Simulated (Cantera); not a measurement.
Source: NASA polynomial tables (part measured, part estimated), evaluated in Cantera. Values are per mole of reaction as written; species without (g) are pure solids or liquids, kept so even where they would boil at 1 bar. VN: taken at fixed stoichiometry.

Problem. Between 1398 and 2198 K, where is each reaction favourable under standard conditions?
- 2 V₂O₅ + 4 NH₃(g) = 5 O₂(g) + 12 H(g) + 4 VN
- 4 OH(g) + V = VO₂(g) + 2 H₂O(g)
- 2 VO₂(g) + N₂(g) + 8 H(g) = 2 VN + 4 H₂O(g)

Solution. 
- 2 V₂O₅ + 4 NH₃(g) = 5 O₂(g) + 12 H(g) + 4 VN: ΔG° is 2870 kJ at 1398 K and 1663 kJ at 2198 K; it stays positive (K < 1). ΔH° is 4991 kJ and ΔS° 1514 J/K at 2198 K.
- 4 OH(g) + V = VO₂(g) + 2 H₂O(g): ΔG° is -679 kJ at 1398 K and -553 kJ at 2198 K; it stays negative (K > 1). ΔH° is -931 kJ and ΔS° -172 J/K at 2198 K.
- 2 VO₂(g) + N₂(g) + 8 H(g) = 2 VN + 4 H₂O(g): ΔG° is -1485 kJ at 1398 K and -772 kJ at 2198 K; it stays negative (K > 1). ΔH° is -2724 kJ and ΔS° -888 J/K at 2198 K.
